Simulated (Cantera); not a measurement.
An isothermal, constant-pressure homogeneous reactor starts with C3H8 : H2 = 1 : 8.1 (molar parts), at 1275 K and 0.430 bar.

Detailed kinetics in Cantera: GRI-Mech 3.0 (53 species, 325 reactions). GRI-Mech 3.0 was tuned for natural gas; its chemistry of propane as a main component is partial and can be far from experiment. GRI-Mech 3.0 stops at C3 and has no aromatics, soot or wall deposition, so with more carbon than oxygen in the feed, carbon stays in small species such as C2H2 where larger ones or solid carbon would form.

Q: Predict: x(C3H8) at 5.00 s; x(H2) at 5.00 s; x(CH4) at 5.00 s; x(H) at 5.00 s.

A: 
| Quantity | Value |
|---|---|
| x(C3H8) at 5.00 s | 1.84e-6 (gas-phase equilibrium 2.23e-7) |
| x(H2) at 5.00 s | 0.761 (gas-phase equilibrium 0.691) |
| x(CH4) at 5.00 s | 0.177 (gas-phase equilibrium 0.294) |
| x(H) at 5.00 s | 2.89e-6 (gas-phase equilibrium 9.41e-7) |
